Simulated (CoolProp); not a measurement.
R123 along the isotherm 226.85 °C: fugacity coefficient from the reference equation and from simpler models built on Tc = 183.7 °C, pc = 36.62 bar, ω = 0.282; each cubic takes its own stable root.

Model: reference Helmholtz-energy equation of state, Younglove 1994, in CoolProp. It is a modified Benedict-Webb-Rubin equation, recast in Helmholtz form.

| p (bar) | phase | reference |
|---|---|---|
| 4.99 | gas | 0.9664 |
| 9.99 | gas | 0.9331 |
| 15 | gas | 0.9002 |
| 20 | gas | 0.8677 |
| 25 | gas | 0.8355 |
| 30 | gas | 0.8037 |
| 35 | gas | 0.7722 |
| 39.9 | supercritical | 0.7417 |
| 44.9 | supercritical | 0.7107 |
| 49.9 | supercritical | 0.6801 |
| 54.9 | supercritical | 0.6498 |

Problem. How far does each simpler model (Redlich-Kwong, Soave-Redlich-Kwong) lie from the reference over these 11 states: mean and median of the absolute difference, and the worst?

Solution. 
- Redlich-Kwong: mean 1.1 %, median 1.1 %, worst -2.3 % at 226.85 °C and 54.9 bar
- Soave-Redlich-Kwong: mean 0.5 %, median 0.3 %, worst +1.4 % at 226.85 °C and 54.9 bar
